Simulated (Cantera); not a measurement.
Cantera run, input and output.

```python
import numpy as np
import cantera as ct

gas = ct.Solution("h2o2.yaml")
gas.TPX = 650, 101325, {'H2': 1, 'O2': 0.5, 'N2': 1.88, 'H2O': 0.058}
flame = ct.FreeFlame(gas, width=0.04)
flame.set_refine_criteria(ratio=3, slope=0.08, curve=0.16)
flame.transport_model = "mixture-averaged"
flame.solve(loglevel=0, auto=True)
z, T = flame.grid, flame.T
thick = (T[-1] - T[0]) / np.gradient(T, z).max()
show = ['H2', 'O2', 'H2O', 'H', 'H2O2', 'O']
print(f"laminar burning velocity  {flame.velocity[0] * 100:.3f} cm/s")
print(f"burnt temperature         {T[-1]:.1f} K")
print(f"thermal thickness         {thick * 1e3:.4f} mm")
print(f"grid points               {len(z)}")
z0 = z[flame.heat_release_rate.argmax()]
print(f"{'z/mm':>9s}{'T/K':>9s}{'u/(m/s)':>9s}" + "".join(f"{s:>11s}" for s in show))
rows = []
for k in (-3, -2, -1.5, -1, -0.5, -0.25, 0, 0.25, 0.5, 1, 2, 4, 8):
    zz = z0 + k * thick
    rows.append([k * thick, np.interp(zz, z, T), np.interp(zz, z, flame.velocity),
                 *(np.interp(zz, z, flame.X[gas.species_index(s)]) for s in show)])
    print(f"{rows[-1][0] * 1e3:9.3f}{rows[-1][1]:9.1f}{rows[-1][2]:9.3f}" + "".join(f"{x:11.3e}" for x in rows[-1][3:]))
```

It prints:

```
laminar burning velocity  847.900 cm/s
burnt temperature         2524.9 K
thermal thickness         0.4754 mm
grid points               135
     z/mm      T/K  u/(m/s)         H2         O2        H2O          H       H2O2          O
   -1.426    650.0    8.479  2.909e-01  1.454e-01  1.687e-02  1.097e-16  3.563e-15  3.093e-17
   -0.951    650.0    8.479  2.909e-01  1.454e-01  1.687e-02  1.963e-13  1.019e-14  2.918e-14
   -0.713    650.0    8.479  2.909e-01  1.454e-01  1.687e-02  5.736e-11  7.302e-13  4.738e-12
   -0.475    650.0    8.479  2.908e-01  1.454e-01  1.687e-02  3.062e-08  2.259e-10  1.320e-09
   -0.238    659.8    8.580  2.880e-01  1.456e-01  1.738e-02  1.407e-04  1.952e-06  6.613e-06
   -0.119    832.7   10.613  2.588e-01  1.414e-01  3.319e-02  5.639e-03  1.113e-05  3.446e-04
    0.000   1269.3   15.628  1.501e-01  9.992e-02  1.228e-01  3.911e-02  5.433e-06  6.199e-03
    0.119   1581.8   19.203  6.534e-02  4.492e-02  2.189e-01  5.951e-02  2.985e-06  1.290e-02
    0.238   1729.4   20.831  5.111e-02  3.183e-02  2.421e-01  5.443e-02  1.755e-06  1.344e-02
    0.475   1888.2   22.505  4.882e-02  2.695e-02  2.542e-01  4.231e-02  9.379e-07  1.169e-02
    0.951   2052.1   24.170  4.599e-02  2.295e-02  2.672e-01  3.004e-02  5.305e-07  9.094e-03
    1.902   2208.0   25.696  4.097e-02  1.892e-02  2.821e-01  1.968e-02  3.456e-07  6.421e-03
    3.803   2344.0   26.985  3.450e-02  1.512e-02  2.972e-01  1.197e-02  2.629e-07  4.147e-03
```

Computed with Cantera and the H2/O2 subset of GRI-Mech 3.0, which has no nitrogen chemistry. Burning velocities carry a grid error of a few per cent, more on coarse grids.
